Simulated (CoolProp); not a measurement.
Saturated liquid density (kg/m³) of ammonia: the reference equation beside estimates from Tc = 132.4 °C, pc = 113.6 bar, ω = 0.256.

Values from CoolProp's reference Helmholtz-energy equation of state, Gao 2020.

| T (°C) | reference | van der Waals | Redlich-Kwong |
|---|---|---|---|
| 0.45 | 638.0 | 334.7 | 487.4 |
| 4.35 | 632.7 | 332.0 | 482.8 |
| 8.25 | 627.2 | 329.3 | 478.0 |
| 12.25 | 621.6 | 326.5 | 473.0 |
| 16.15 | [?] | 323.7 | 468.1 |
| 20.15 | 610.2 | 320.8 | 462.9 |
| 24.05 | [?] | 317.9 | 457.7 |
| 27.95 | [?] | 314.9 | 452.4 |
| 31.95 | [?] | 311.8 | 446.8 |
| 35.85 | 586.2 | 308.8 | 441.3 |
| 39.75 | 580.0 | 305.6 | 435.6 |

### Question
What belongs in the gaps?

### Answer

- 16.15, reference: 616.0
- 24.05, reference: 604.4
- 27.95, reference: 598.5
- 31.95, reference: 592.4

Absolute difference from the reference over all 11 rows, mean and median: van der Waals 47.4 and 47.4 %, Redlich-Kwong 24.2 and 24.1 %.
